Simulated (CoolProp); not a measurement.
The fluid at 293.15 K and 4.26 MPa (gas) is heated at constant pressure to 444.3 K. The same conditions are run with several fluids, on thermodynamics alone (safety and materials aside).

The numbers come from the reference Helmholtz-energy equation of state of each fluid (carbon dioxide: Span 1996; ethylene: Smukala 2000; oxygen: Schmidt 1985) in CoolProp.

| fluid | heat (kJ/kg) | final density (kg/m³) |
|---|---|---|
| carbon dioxide | 174 | 53.5 |
| ethylene | 329 | 34.4 |
| oxygen | 148 | 36.7 |

Above 300 K oxygen's equation is extrapolated.
